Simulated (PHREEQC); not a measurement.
Consider water at 20 °C with 0.0627 mol/kgw HCl and 0.00018 mol/kgw Li2SO4. It is in equilibrium with CO2 at log p = -3.5 (atm). Otherwise closed; pH follows from the charge balance.

All values are PHREEQC results (Pitzer model, pitzer.dat), not measurements.

This is a speciation only: nothing precipitates in the calculation.

Q: Predict the pH, specific conductance.

A: pH 1.28; specific conductance 20400 µS/cm.

Q: In which forms is S present?

A: HSO4- 64 %, SO4-2 36 % of the S.
